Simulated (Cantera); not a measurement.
An isothermal, constant-pressure homogeneous reactor starts with 7.14 % NO, 92.9 % N₂, at 1975 K and 2670 Pa.

Model: GRI-Mech 3.0 (53 species, 325 reactions), integrated in Cantera. Radical loss at walls, strong at low pressure, is not modelled.

x: mole fraction; the columns are a selection and need not sum to one.

```json
[
 {"t (s)": "9.00e-6", "x NO": "0.0714", "x O₂": "<1e-12", "x O": "1.18e-9", "x NO₂": "<1e-12", "x N₂": "0.929", "x N₂O": "1.18e-9"},
 {"t (s)": "2.97e-5", "x NO": "0.0714", "x O₂": "<1e-12", "x O": "3.91e-9", "x NO₂": "<1e-12", "x N₂": "0.929", "x N₂O": "3.90e-9"},
 {"t (s)": "9.82e-5", "x NO": "0.0714", "x O₂": "1.62e-12", "x O": "1.29e-8", "x NO₂": "2.83e-12", "x N₂": "0.929", "x N₂O": "1.29e-8"},
 {"t (s)": "0.000324", "x NO": "0.0714", "x O₂": "1.78e-11", "x O": "4.30e-8", "x NO₂": "3.04e-11", "x N₂": "0.929", "x N₂O": "4.22e-8"},
 {"t (s)": "0.00107", "x NO": "0.0714", "x O₂": "1.96e-10", "x O": "1.45e-7", "x NO₂": "3.08e-10", "x N₂": "0.929", "x N₂O": "1.37e-7"},
 {"t (s)": "0.00353", "x NO": "0.0714", "x O₂": "2.22e-9", "x O": "5.05e-7", "x NO₂": "2.75e-9", "x N₂": "0.929", "x N₂O": "4.22e-7"},
 {"t (s)": "0.0117", "x NO": "0.0714", "x O₂": "___", "x O": "___", "x NO₂": "___", "x N₂": "0.929", "x N₂O": "___"},
 {"t (s)": "0.0385", "x NO": "0.0714", "x O₂": "3.66e-7", "x O": "7.94e-6", "x NO₂": "9.61e-8", "x N₂": "0.929", "x N₂O": "2.08e-6"},
 {"t (s)": "0.127", "x NO": "0.0714", "x O₂": "5.00e-6", "x O": "3.00e-5", "x NO₂": "3.74e-7", "x N₂": "0.929", "x N₂O": "2.32e-6"},
 {"t (s)": "0.420", "x NO": "0.0712", "x O₂": "5.95e-5", "x O": "8.70e-5", "x NO₂": "1.01e-6", "x N₂": "0.929", "x N₂O": "2.25e-6"},
 {"t (s)": "1.39", "x NO": "0.0704", "x O₂": "___", "x O": "___", "x NO₂": "___", "x N₂": "0.929", "x N₂O": "2.14e-6"},
 {"t (s)": "4.58", "x NO": "0.0669", "x O₂": "0.00216", "x O": "0.000202", "x NO₂": "2.26e-6", "x N₂": "0.931", "x N₂O": "1.89e-6"},
 {"t (s)": "15.1", "x NO": "0.0527", "x O₂": "0.00917", "x O": "0.000346", "x NO₂": "3.27e-6", "x N₂": "0.938", "x N₂O": "1.11e-6"},
 {"t (s)": "50.0", "x NO": "0.0172", "x O₂": "0.0268", "x O": "0.000560", "x NO₂": "1.80e-6", "x N₂": "0.955", "x N₂O": "1.33e-7"}
]
```

Task: Complete the blanks.

Result: 
- 0.0117, x O₂: 2.71e-8
- 0.0117, x O: 1.92e-6
- 0.0117, x NO₂: 1.87e-8
- 0.0117, x N₂O: 1.13e-6
- 1.39, x O₂: 0.000456
- 1.39, x O: 0.000144
- 1.39, x NO₂: 1.59e-6
